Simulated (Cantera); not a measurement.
## Thermodynamics of aluminium nitride and oxide growth, feed AlCl3 + NH3 + N2

Feed: 1 mol AlCl3, 90 mol NH3, 230 mol N2, held at 1427 °C.

Method: chemical equilibrium by Gibbs-energy minimisation in Cantera with the NASA 1993 tables (ideal gas, pure condensed phases). Candidate condensed phases: Al, AlCl3, AlN, NH4Cl; 20 gas species. The tables' values for AlCl2 are old estimates; treat these amounts as uncertain. Rates play no part.

| P (Pa) | x N2 | x H2 | x H | x HCl | x AlCl | x Cl | x AlCl2 | n AlN(s) |
|---|---|---|---|---|---|---|---|---|
| 10 | 0.665 | 0.320 | 0.00833 | 0.00477 | 0.00237 | 9.67e-5 | 3.43e-6 | 0 |
| 63 | 0.666 | 0.323 | 0.00334 | 0.00481 | 0.00240 | 3.87e-5 | 8.74e-6 | 0 |
| 400 | 0.667 | 0.324 | 0.00133 | 0.00482 | 0.00240 | 1.53e-5 | 2.20e-5 | 0 |
| 2500 | 0.667 | 0.325 | 0.000531 | 0.00479 | 0.00237 | 6.08e-6 | 5.38e-5 | 0 |
| 16000 | 0.668 | 0.325 | 0.000210 | 0.00568 | 0.00134 | 2.85e-6 | 9.18e-5 | 0.398 |
| 100000 | 0.668 | 0.325 | 8.40e-5 | 0.00680 | 0.000257 | 1.37e-6 | 5.27e-5 | 0.855 |
x: gas mole fraction; n: condensed amount in mol.

From 0.000100 bar to 0.0250 bar nothing is condensed. From 0.160 bar to 1.00 bar the condensed part is AlN(s). The main Al-bearing gas is AlCl throughout.
